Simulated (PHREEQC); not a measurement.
**Nickel, zinc or cadmium bath: an equilibrium model**

A solution holds 0.46 mol/kgw ZnCl2, 0.025 mol/kgw NaCl and 0.00025 mol/kgw FeSO4, at 93 °C. Closed to the air; pH follows from the charge balance.

All values are PHREEQC results (ion-association model, phreeqc.dat), not measurements.

Each row changes one thing in this solution. This is a speciation only: nothing precipitates in the calculation.

```tsv
case	pH	ionic strength (mol/kgw)	Cl- (mol/kgw)	Fe+2 (mol/kgw)	SO4-2 (mol/kgw)	FeCl+ (mol/kgw)	SI of Halite (NaCl)	SI of Melanterite (FeSO4:7H2O)
as made	4.42	0.647	0.426	0.000228	0.000132	2.15e-5	-3.98	-7.44
0.15 mol/kgw HCl added	0.96	0.754	0.501	…	1.81e-5	…	…	-8.36
ZnCl2 left out	5.78	0.0259	0.0250	0.000237	0.000223	4.23e-6	-4.97	-6.19
diluted 10-fold with water	4.59	0.0991	0.0731	2.41e-5	1.26e-5	8.44e-7	-5.61	-8.78
```

Question: Complete the blanks.

Answer: 
- 0.15 mol/kgw HCl added, Fe+2 (mol/kgw): 0.000227
- 0.15 mol/kgw HCl added, FeCl+ (mol/kgw): 2.31e-5
- 0.15 mol/kgw HCl added, SI of Halite (NaCl): -3.92

The ionic strength passes 0.7 mol/kgw, the rough limit of the ion-association models, in 0.15 mol/kgw HCl added. Species that the database lacks are ignored. At this temperature some constants are extrapolated from 25 °C, and those without enthalpy data are left unchanged.
